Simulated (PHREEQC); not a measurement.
Solution (25 °C): 28.5 mmol/kgw Fe(NO3)3. It is in equilibrium with CO2 at log p = -3.4 (atm). Otherwise closed; pH follows from the charge balance.

All values are PHREEQC results (ion-association model, wateq4f.dat), not measurements.

No solid was allowed to form.

Q: Order these Fe species by the share of Fe that they hold, largest first: Fe(OH)2+, Fe3(OH)4+5, Fe+3, Fe2(OH)2+4, FeOH+2.

A: Fe+3 (54 %), Fe2(OH)2+4 (28 %), FeOH+2 (14 %), Fe3(OH)4+5 (4.2 %), Fe(OH)2+ (0.18 %)

The pH is 1.96 and the ionic strength 0.163 mol/kgw. Examples of supersaturated solids here: Hematite (slow to form), Goethite (slow to form). Others may be too.
